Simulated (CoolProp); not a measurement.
Vapour pressure (kPa) of fluoroethane (R161): the reference equation beside estimates from Tc = 375.2 K, pc = 5010 kPa, ω = 0.216.

Model: reference Helmholtz-energy equation of state, Wu 2012, in CoolProp.

```json
[
 {"T (K)": "261.6", "reference": "292.9", "Lee-Kesler": "292.8", "van der Waals": "983.5", "Redlich-Kwong": "423.1", "Soave-Redlich-Kwong": "292.7", "Peng-Robinson": "291.8"},
 {"T (K)": "267.6", "reference": "362.2", "Lee-Kesler": "362.8", "van der Waals": "1103", "Redlich-Kwong": "511.4", "Soave-Redlich-Kwong": "362.6", "Peng-Robinson": "360.8"},
 {"T (K)": "273.6", "reference": "443.3", "Lee-Kesler": "444.7", "van der Waals": "1232", "Redlich-Kwong": "[?]", "Soave-Redlich-Kwong": "444.7", "Peng-Robinson": "[?]"},
 {"T (K)": "279.6", "reference": "537.4", "Lee-Kesler": "539.7", "van der Waals": "1371", "Redlich-Kwong": "726.4", "Soave-Redlich-Kwong": "540.1", "Peng-Robinson": "535.3"},
 {"T (K)": "285.6", "reference": "645.8", "Lee-Kesler": "649.0", "van der Waals": "[?]", "Redlich-Kwong": "854.8", "Soave-Redlich-Kwong": "650.1", "Peng-Robinson": "[?]"},
 {"T (K)": "291.5", "reference": "767.6", "Lee-Kesler": "771.7", "van der Waals": "1674", "Redlich-Kwong": "995.8", "Soave-Redlich-Kwong": "774.0", "Peng-Robinson": "765.4"},
 {"T (K)": "297.5", "reference": "[?]", "Lee-Kesler": "913.1", "van der Waals": "1842", "Redlich-Kwong": "1155", "Soave-Redlich-Kwong": "917.1", "Peng-Robinson": "906.2"},
 {"T (K)": "303.5", "reference": "[?]", "Lee-Kesler": "[?]", "van der Waals": "2020", "Redlich-Kwong": "1331", "Soave-Redlich-Kwong": "1079", "Peng-Robinson": "1066"},
 {"T (K)": "309.5", "reference": "1245", "Lee-Kesler": "1252", "van der Waals": "2208", "Redlich-Kwong": "1525", "Soave-Redlich-Kwong": "1261", "Peng-Robinson": "1245"},
 {"T (K)": "315.5", "reference": "1445", "Lee-Kesler": "1452", "van der Waals": "2408", "Redlich-Kwong": "1737", "Soave-Redlich-Kwong": "1465", "Peng-Robinson": "1446"},
 {"T (K)": "321.5", "reference": "1667", "Lee-Kesler": "1674", "van der Waals": "2618", "Redlich-Kwong": "1968", "Soave-Redlich-Kwong": "1692", "Peng-Robinson": "1671"},
 {"T (K)": "327.4", "reference": "1908", "Lee-Kesler": "1917", "van der Waals": "2835", "Redlich-Kwong": "2215", "Soave-Redlich-Kwong": "1939", "Peng-Robinson": "1916"},
 {"T (K)": "333.4", "reference": "2180", "Lee-Kesler": "2189", "van der Waals": "3067", "Redlich-Kwong": "2486", "Soave-Redlich-Kwong": "2216", "Peng-Robinson": "2191"}
]
```

Question: Fill in the missing entries.

Answer: 
- 273.6, Redlich-Kwong: 612.2
- 273.6, Peng-Robinson: 441.5
- 285.6, van der Waals: 1519
- 285.6, Peng-Robinson: 643.6
- 297.5, reference: 908.2
- 303.5, reference: 1067
- 303.5, Lee-Kesler: 1073

Absolute difference from the reference over all 13 rows, mean and median: Lee-Kesler 0.4 and 0.5 %, van der Waals 116.1 and 102.8 %, Redlich-Kwong 28.0 and 27.2 %, Soave-Redlich-Kwong 0.9 and 1.0 %, Peng-Robinson 0.3 and 0.3 %.
